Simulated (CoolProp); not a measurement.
Values from CoolProp's reference Helmholtz-energy equation of state, Rui 2013.

Q: For R236EA, give the phase and the speed of sound (m/s), Joule-Thomson coefficient (K/MPa), fugacity coefficient at 24.95 °C and 6 MPa; 81.85 °C and 6 MPa; 100.85 °C and 6 MPa.

A: 
- 24.95 °C and 6 MPa: liquid; speed of sound 629, Joule-Thomson coefficient -0.221, fugacity coefficient 0.0409
- 81.85 °C and 6 MPa: liquid; speed of sound 422, Joule-Thomson coefficient 0.0282, fugacity coefficient 0.176
- 100.85 °C and 6 MPa: liquid; speed of sound 355, Joule-Thomson coefficient 0.209, fugacity coefficient 0.248
